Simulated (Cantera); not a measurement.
A Cantera script and what it prints.

```python
import numpy as np
import cantera as ct

gas_names = [...]  # 50 gases of nasa_gas.yaml made of F, H, Mg, N, O
cond_names = """
    H2O(s) H2O(L) Mg(cr) Mg(L) MgF2(s) MgF2(L) MgO(s) MgO(L) MgO2H2(s)
""".split()


# ... load() reads the species with a 1 bar reference pressure and builds the phases ...
atoms = {
    'MgO': {'Mg': 1, 'O': 1},
    'HF': {'H': 1, 'F': 1},
    'N2': {'N': 2},
}
top_T = {}  # K; cautious upper limits of use, not melting points


# ... equilibrate(T, P, feed) seeds the gas with the atoms and calls Mixture.equilibrate('TP', solver="vcs", rtol=1e-11, max_steps=5000) ...
results = []
feed = {'MgO': 1, 'HF': 31, 'N2': 2.3}  # mol
T = 1250  # K
for P in [1, 10, 100, 1000, 10000, 100000]:
    mix = equilibrate(T, P, feed)
    results.append((T, P, feed, dict(zip(mix.species_names, mix.species_moles))))

top = {s: max(r[3][s] / sum(r[3][g] for g in gas_names) for r in results) for s in gas_names}
cols = sorted((s for s in top if top[s] > 1e-05), key=lambda s: -top[s])[:8]
seen = [c for c in cond_names if any(r[3].get(c, 0) > 1e-12 for r in results)]
print("log10 of partial pressures in bar; condensed amounts in mol")
print(f"{'P/Pa':>10s}" + "".join(f"{s[:9]:>10s}" for s in cols + seen))
for T, P, feed, n in results:
    ng = sum(n[g] for g in gas_names)
    print(f"{P:10.4g}" + "".join(f"{np.log10(max(n[s] / ng * P / 1e5, 1e-99)):10.3f}" for s in cols)
          + "".join(f"{n.get(c, 0):10.4g}" for c in seen))
```

Output:

```
log10 of partial pressures in bar; condensed amounts in mol
      P/Pa        HF        N2       H2O      MgF2        H2      H2F2        O2   MgF2(s)    MgO(s)
         1    -5.038    -6.161    -7.160    -7.158    -9.638   -14.778    -9.968         0    0.7687
        10    -4.047    -5.148    -5.510    -6.863    -8.538   -12.797    -8.870    0.9556         0
       100    -3.047    -4.148    -4.509    -6.863    -7.868   -10.796    -8.207    0.9956         0
      1000    -2.047    -3.147    -3.509    -6.863    -7.199    -8.796    -7.545    0.9996         0
     1e+04    -1.047    -2.147    -2.509    -6.863    -6.529    -6.796    -6.885         1         0
     1e+05    -0.047    -1.147    -1.509    -6.863    -5.857    -4.796    -6.229         1         0
```

Method: chemical equilibrium by Gibbs-energy minimisation in Cantera with the NASA 1993 tables (ideal gas, pure condensed phases).
